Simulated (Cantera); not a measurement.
What does this Cantera script print?

```python
import numpy as np
import cantera as ct

gas = ct.Solution("h2o2.yaml")
gas.TPX = 950, 930, {'H2': 0.32, 'O2': 1}
reactor = ct.IdealGasConstPressureReactor(gas, energy="off", clone=False)
net = ct.ReactorNet([reactor])
net.rtol, net.atol = 1e-08, 1e-18
show = ['H2', 'O2', 'OH', 'H2O2', 'H', 'H2O']
times = np.geomspace(0.0006, 1, 15)

steps = ct.SolutionArray(gas, extra=["t"])
rows = []
print(f"{'t/s':>10s}{'T/K':>9s}{'P/Pa':>11s}" + "".join(f"{s:>11s}" for s in show))
for t in times:
    while net.time < t:
        t_next = net.step()
        steps.append(gas.state, t=t_next)
    rows.append([np.interp(t, steps.t, y) for y in (steps.T, steps.P, *steps(*show).X.T)])
    print(f"{t:10.3e}{rows[-1][0]:9.1f}{rows[-1][1]:11.4g}" + "".join(f"{x:11.3e}" for x in rows[-1][2:]))
rate = np.gradient(steps.T, steps.t)
print("integrator steps:", len(steps.t))
if steps.T.max() > steps.T[0] + 200:
    print(f"time of steepest temperature rise: {steps.t[rate.argmax()]:.4e} s")
gas.TPX = 950, 930, {'H2': 0.32, 'O2': 1}
gas.equilibrate("TP")
print(f"equilibrium (TP): T = {gas.T:.1f} K  " + "  ".join(f"{s} {gas[s].X[0]:.3e}" for s in show))
```

It prints:

```
       t/s      T/K       P/Pa         H2         O2         OH       H2O2          H        H2O
 6.000e-04    950.0        930  2.424e-01  7.576e-01  4.048e-11  4.887e-14  3.241e-10  2.636e-10
 1.019e-03    950.0        930  2.424e-01  7.576e-01  1.637e-10  1.436e-13  1.253e-09  1.445e-09
 1.731e-03    950.0        930  2.424e-01  7.576e-01  1.423e-09  4.550e-13  1.074e-08  1.458e-08
 2.941e-03    950.0        930  2.424e-01  7.576e-01  5.187e-08  3.295e-12  3.907e-07  5.486e-07
 4.997e-03    950.0        930  2.421e-01  7.574e-01  2.310e-05  9.555e-10  1.733e-04  2.445e-04
 8.488e-03    950.0        930  5.126e-02  6.782e-01  5.539e-03  2.701e-07  9.261e-02  1.451e-01
 1.442e-02    950.0        930  1.011e-02  6.925e-01  3.810e-03  2.932e-07  4.431e-02  2.279e-01
 2.449e-02    950.0        930  3.727e-03  7.150e-01  2.068e-03  4.088e-07  8.029e-03  2.637e-01
 4.161e-02    950.0        930  1.019e-03  7.221e-01  8.563e-04  4.098e-07  8.239e-04  2.734e-01
 7.069e-02    950.0        930  2.876e-04  7.236e-01  3.839e-04  3.375e-07  9.137e-05  2.752e-01
 1.201e-01    950.0        930  8.844e-05  7.239e-01  2.003e-04  2.442e-07  1.363e-05  2.756e-01
 2.040e-01    950.0        930  2.846e-05  7.241e-01  1.153e-04  1.626e-07  2.564e-06  2.758e-01
 3.465e-01    950.0        930  9.356e-06  7.241e-01  7.056e-05  1.043e-07  5.706e-07  2.758e-01
 5.887e-01    950.0        930  3.145e-06  7.241e-01  4.511e-05  6.618e-08  1.456e-07  2.758e-01
 1.000e+00    950.0        930  1.108e-06  7.241e-01  2.992e-05  4.213e-08  4.188e-08  2.758e-01
integrator steps: 1463
equilibrium (TP): T = 950.0 K  H2 6.165e-11  O2 7.241e-01  OH 3.006e-07  H2O2 3.252e-11  H 4.560e-14  H2O 2.759e-01
```

Cantera simulation using the H2/O2 subset of GRI-Mech 3.0, which has no nitrogen chemistry; the numbers are that mechanism's predictions, not measurements. Radical loss at walls, strong at low pressure, is not modelled. The temperature is held fixed by assumption; the heat of reaction is taken as removed at once.
